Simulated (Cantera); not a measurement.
Cantera run, input and output.

```python
import numpy as np
import cantera as ct

gas = ct.Solution("gri30.yaml", transport_model="mixture-averaged")
show = ['OH', 'CO2', 'N2']

rows = []
print(f"{'T/K':>7s}{'rho':>11s}{'cp':>10s}{'mu':>11s}{'lambda':>11s}{'Pr':>7s}" + "".join(f"{'D_' + s:>11s}" for s in show))
for T in [400, 500, 600, 700, 800, 900, 1000, 1100]:
    gas.TPX = T, 140000, {'CH3OH': 0.27, 'N2': 0.55, 'C2H2': 0.88, 'C2H4': 0.91}
    Pr = gas.cp_mass * gas.viscosity / gas.thermal_conductivity
    D = [gas.mix_diff_coeffs_mole[gas.species_index(s)] for s in show]
    rows.append([gas.density, gas.cp_mass, gas.viscosity, gas.thermal_conductivity, Pr, *D])
    print(f"{T:7g}{gas.density:11.4e}{gas.cp_mass:10.1f}{gas.viscosity:11.4e}"
          f"{gas.thermal_conductivity:11.4e}{Pr:7.3f}" + "".join(f"{d:11.4e}" for d in D))
print("SI units: kg/m3, J/kg/K, Pa s, W/m/K, m2/s")
```

Output:

```
    T/K        rho        cp         mu     lambda     Pr       D_OH      D_CO2       D_N2
    400 1.1693e+00    1684.7 1.4869e-05 3.3517e-02  0.747 3.1417e-05 1.5549e-05 1.9899e-05
    500 9.3547e-01    1892.3 1.7997e-05 4.4960e-02  0.757 4.6484e-05 2.3527e-05 2.9621e-05
    600 7.7956e-01    2074.7 2.0878e-05 5.6512e-02  0.766 6.3713e-05 3.2757e-05 4.0762e-05
    700 6.6819e-01    2228.9 2.3558e-05 6.7979e-02  0.772 8.2952e-05 4.3138e-05 5.3219e-05
    800 5.8467e-01    2358.4 2.6074e-05 7.9274e-02  0.776 1.0408e-04 5.4591e-05 6.6912e-05
    900 5.1971e-01    2472.7 2.8452e-05 9.0357e-02  0.779 1.2702e-04 6.7055e-05 8.1778e-05
   1000 4.6774e-01    2587.7 3.0714e-05 1.0121e-01  0.785 1.5167e-04 8.0477e-05 9.7763e-05
   1100 4.2521e-01    2680.6 3.2875e-05 1.1181e-01  0.788 1.7798e-04 9.4817e-05 1.1482e-04
SI units: kg/m3, J/kg/K, Pa s, W/m/K, m2/s
```

Cantera simulation using GRI-Mech 3.0 (53 species, 325 reactions); the numbers are that mechanism's predictions, not measurements. Polar gases are described roughly by these parameters. The composition is frozen, though it would react at the higher temperatures.
